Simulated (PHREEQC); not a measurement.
A solution holds 0.019 mol/kgw HF, 0.012 mol/kgw CsF and 0.087 mol/kgw H2SO4, at 10 °C. Closed to the air; pH follows from the charge balance.

Equilibrium calculation in PHREEQC: ion-association model, wateq4f.dat.

Each row changes one thing in this solution. This is a speciation only: nothing precipitates in the calculation.

```csv
case,pH,ionic strength (mol/kgw),HSO4- (mol/kgw),HF (mol/kgw),SO4-2 (mol/kgw),H2F2 (mol/kgw)
as made,1.09,0.135,0.0630,0.0249,0.0240,0.00282
diluted 100-fold with water,2.80,0.00257,7.62e-5,0.000196,0.000794,1.69e-7
diluted 10-fold with water,1.93,0.0200,0.00316,0.00279,0.00554,3.44e-5
HF from 0.019 to 0.095 mol/kgw,1.09,0.136,0.0631,0.0660,0.0239,0.0198
temperature from 10 to 85 °C,1.18,0.0993,0.0809,0.0304,0.00608,0.000227
0.071 mol/kgw KOH added,1.42,0.164,0.0447,0.0246,0.0381,0.00275
HF replaced by KF at the same molality,1.16,0.141,0.0592,0.0249,0.0269,0.00281
temperature from 10 to 90 °C,1.19,0.0979,0.0816,0.0305,0.00539,0.000184
0.085 mol/kgw H3PO4 added,1.06,0.143,0.0641,0.0249,0.0229,0.00283
```

Complexes and solids missing from the database can't appear. wateq4f.dat counts part of the HF as a dimer, H2F2, which phreeqc.dat doesn't know; its constant is uncertain. At this temperature some constants are extrapolated from 25 °C, and those without enthalpy data are left unchanged.
